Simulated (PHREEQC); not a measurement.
A solution holds 0.011 mol/kgw CuCl2, 5.3e-05 mol/kgw HBF4 and 0.0016 mol/kgw Na2CO3, at 54 °C. Closed to the air; pH follows from the charge balance.

Equilibrium calculation in PHREEQC: ion-association model, wateq4f.dat.

Question: The ionic strength comes out as 0.0301 mol/kgw. What activity coefficients do CuHCO3+, Cu2(OH)2+2, F-, CuCl+, Cl- get?

Answer: CuHCO3+ 0.84, Cu2(OH)2+2 0.50, F- 0.84, CuCl+ 0.84, Cl- 0.84.

Precipitation was switched off in this run. Examples of supersaturated solids here: Atacamite, Malachite. Others may be too. Species that the database lacks are ignored. Away from 25 °C the constants follow the database's enthalpies or fits; those with neither stay at their 25 °C values. Real BF4- forms and hydrolyses slowly; the run takes it at equilibrium.
